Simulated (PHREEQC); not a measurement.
# Acid rinse or clean (model solution)

Consider water at 25 °C with 0.28 mol HBr and 0.00044 mol CaCl2 per kg of water. Closed to the air; pH follows from the charge balance.

Computed with PHREEQC (ion-association model, wateq4f.dat).

This is a speciation only: nothing precipitates in the calculation.

Estimate the pH, activity of water.

pH 0.66; activity of water 0.990.
